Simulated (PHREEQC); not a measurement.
Make-up at 55 °C: 0.023 mol/kgw Ni(NO3)2, 0.0028 mol/kgw H3BO3 and 0.002 mol/kgw H2SO4. Closed to the air; pH follows from the charge balance.

The numbers come from PHREEQC with the ion-association model, wateq4f.dat.

Question: The ionic strength comes out as 0.0713 mol/kgw. What activity coefficients do Ni+2, H+, HSO4-, NO3-, SO4-2 get?

Answer: Ni+2 0.39, H+ 0.83, HSO4- 0.79, NO3- 0.77, SO4-2 0.40.

No solid was allowed to form. At this temperature some constants are extrapolated from 25 °C, and those without enthalpy data are left unchanged.
